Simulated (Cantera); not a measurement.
**Premixed flame**

A freely propagating, adiabatic, planar premixed flame of 4.31 % CH4, 0.211 % C2H6, 2.80 % C3H8, 19.5 % O2, 73.2 % N2, unburnt at 400 K and 1.10 bar; mixture-averaged transport, grid criteria slope 0.08 and curve 0.16, no radiation.

Computed with Cantera and GRI-Mech 3.0 (53 species, 325 reactions). GRI-Mech 3.0 was tuned for natural gas; its chemistry of propane as a main component is partial and can be far from experiment. Burning velocities carry a grid error of a few per cent, more on coarse grids.

```csv
z (mm),T (K),u (m/s),x CH4,x C2H6,x C3H8,x O,x NO2,x CH2CO
-0.916,400,0.679,0.0430,0.00211,0.0280,<1e-8,<1e-8,<1e-8
-0.611,402,0.684,0.0428,0.00210,0.0279,<1e-8,<1e-8,7.04e-8
-0.458,409,0.698,0.0425,0.00210,0.0278,<1e-8,1.66e-8,5.07e-7
-0.305,476,0.822,0.0406,0.00211,0.0273,<1e-8,1.69e-7,1.23e-5
-0.153,927,1.65,0.0304,0.00262,0.0193,2.73e-6,2.71e-7,0.000281
-0.0763,1363,2.49,0.0193,0.00207,0.00619,7.23e-5,7.45e-8,0.000847
0,1755,3.26,0.00639,0.000227,0.000159,0.000560,1.22e-8,0.000736
0.0763,1938,3.61,0.000833,2.21e-6,1.33e-7,0.00150,<1e-8,0.000124
0.153,1991,3.69,5.98e-5,<1e-8,<1e-8,0.00210,<1e-8,8.13e-6
0.305,2029,3.74,2.71e-7,<1e-8,<1e-8,0.00207,<1e-8,2.73e-8
0.611,2071,3.80,<1e-8,<1e-8,<1e-8,0.00162,<1e-8,<1e-8
1.22,2121,3.88,<1e-8,<1e-8,<1e-8,0.00108,<1e-8,<1e-8
2.44,2169,3.96,<1e-8,<1e-8,<1e-8,0.000588,<1e-8,<1e-8
```
x: mole fraction of selected species; z is measured from the peak of heat release.

The laminar burning velocity comes out as 67.8 cm/s and the thermal thickness comes out as 0.305 mm. The peak x(O) is 0.00218 and the peak x(CH2CO) is 0.000992. The grid points comes out as 149.
